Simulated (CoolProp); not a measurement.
A single-stage vapour-compression cycle with the fluid: evaporating at 298.15 K (dew point), condensing at 360.15 K (bubble point), superheat 8 K, subcooling 5 K, compressor efficiency 0.85, no pressure losses. The same conditions are run with several fluids, on thermodynamics alone (safety and materials aside).

Model: reference Helmholtz-energy equation of state of each fluid (trans-2-butene: Lemmon 2005; tetrahydrofuran: Fiedler 2023; R1233zd(E): Akasaka 2022; 1,2-dichloroethane: Thol 2015; n-pentane: Thol 2019; carbonyl sulfide: Lemmon 2006), in CoolProp.

| fluid | cooling COP | pressure ratio | discharge temperature (K) | refrigerating effect (kJ/kg) | volumetric capacity (kJ/m³) |
|---|---|---|---|---|---|
| trans-2-butene | 3.11 | 4.94 | ? | 252 | ? |
| tetrahydrofuran | ? | ? | 387.7 | 350 | 216 |
| R1233zd(E) | 3.14 | 5.97 | 366.1 | 126 | 880 |
| 1,2-dichloroethane | 3.57 | ? | 399.5 | 285 | 117 |
| n-pentane | 3.14 | 6.41 | 360.1 | 240 | ? |
| carbonyl sulfide | 2.73 | 3.61 | 414.9 | 164 | 5820 |

**Question.** What belongs in the gaps?

**Answer.** 
- trans-2-butene, discharge temperature (K): 368.9
- trans-2-butene, volumetric capacity (kJ/m³): 1400
- tetrahydrofuran, cooling COP: 3.53
- tetrahydrofuran, pressure ratio: 8.86
- 1,2-dichloroethane, pressure ratio: 10.7
- n-pentane, volumetric capacity (kJ/m³): 479

The compression ends wet for: n-pentane.
